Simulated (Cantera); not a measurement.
What does this Cantera script print?

```python
import numpy as np
import cantera as ct

gas_names = [...]  # 109 gases of nasa_gas.yaml made of C, Cl, H, Si
cond_names = """
    C(gr) C6H6(L) C7H8(L) C8H18(L),n-octa Si(cr) Si(L) SiC(b)
""".split()


# ... load() reads the species with a 1 bar reference pressure and builds the phases ...
atoms = {
    'SiHCl3': {'Si': 1, 'H': 1, 'CL': 3},
    'CH4': {'C': 1, 'H': 4},
    'H2': {'H': 2},
}
top_T = {'C(gr)': 4500, 'SiC(b)': 3050}  # K; cautious upper limits of use, not melting points


# ... equilibrate(T, P, feed) seeds the gas with the atoms and calls Mixture.equilibrate('TP', solver="vcs", rtol=1e-11, max_steps=5000) ...
results = []
T = 1998.15  # K
P = 100000  # Pa
for m in [3.4, 4.2, 5.1, 6.2, 7.5, 9.1, 11, 13, 16]:
    feed = {'SiHCl3': 1, 'CH4': 0.013, 'H2': m}  # mol
    mix = equilibrate(T, P, feed)
    results.append((T, P, feed, dict(zip(mix.species_names, mix.species_moles))))

top = {s: max(r[3][s] / sum(r[3][g] for g in gas_names) for r in results) for s in gas_names}
cols = sorted((s for s in top if top[s] > 0.0001), key=lambda s: -top[s])[:7]
seen = [c for c in cond_names if any(r[3].get(c, 0) > 1e-12 for r in results)]
print("log10 of partial pressures in bar; condensed amounts in mol")
print(f"{'n(H2)':>10s}" + "".join(f"{s[:9]:>10s}" for s in cols + seen))
for T, P, feed, n in results:
    ng = sum(n[g] for g in gas_names)
    print(f"{feed['H2']:10.4g}" + "".join(f"{np.log10(max(n[s] / ng * P / 1e5, 1e-99)):10.3f}" for s in cols)
          + "".join(f"{n.get(c, 0):10.4g}" for c in seen))
```

It prints:

```
log10 of partial pressures in bar; condensed amounts in mol
     n(H2)        H2       HCL     SiCL2     SiCL3         H    SiHCL3     SiCL4     Si(L)    SiC(b)
       3.4    -0.205    -0.692    -0.798    -2.024    -2.897    -3.111    -3.187   0.06635   0.01293
       4.2    -0.177    -0.717    -0.877    -2.141    -2.883    -3.214    -3.344    0.1081   0.01291
       5.1    -0.155    -0.745    -0.955    -2.258    -2.872    -3.320    -3.499    0.1492   0.01288
       6.2    -0.134    -0.776    -1.039    -2.384    -2.861    -3.436    -3.668    0.1929   0.01286
       7.5    -0.116    -0.811    -1.126    -2.515    -2.852    -3.558    -3.842    0.2376   0.01282
       9.1    -0.100    -0.850    -1.220    -2.656    -2.844    -3.691    -4.031    0.2846   0.01278
        11    -0.086    -0.892    -1.318    -2.803    -2.837    -3.830    -4.226    0.3319   0.01273
        13    -0.075    -0.932    -1.408    -2.938    -2.832    -3.960    -4.406    0.3742   0.01267
        16    -0.064    -0.984    -1.525    -3.113    -2.826    -4.130    -4.640    0.4269   0.01259
```

Cantera equilibrium calculation (NASA polynomials, part measured and part estimated; ideal gas, pure solids and liquids). Mutual solubility and eutectic melting of coexisting phases are not modelled. The tables' values for SiCl3, SiCl are old estimates; treat these amounts as uncertain. Gases not in the tables: Si2H6 and higher silanes.
